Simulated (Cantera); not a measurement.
Charge: 1 mol Cu, 1.5 mol HF, 4.4 mol N2, at 1473.15 K and 0.0110 bar.

These are equilibrium values from Cantera (NASA tables, ideal gas, pure condensed phases), not measurements of a reactor. Candidate condensed phases: Cu, CuF2; 25 gas species. The numbers say what is thermodynamically allowed, not how fast it happens.

Base state: N2 0.745, HF 0.253, CuF 0.000980, H2 0.000489, Cu 0.000472 (mole fractions); condensed: Cu(l).

**Question.** What changes in the equilibrium state with this change: temperature from 1473.15 K to 1500 K?

**Answer.** 
```tsv
species	before	after
N2	0.745	0.745
HF	0.253	0.253
CuF	0.000980	0.00124
Cu	0.000472	0.000748
H2	0.000489	0.000616
Cu(l), mol	0.991	0.988
```
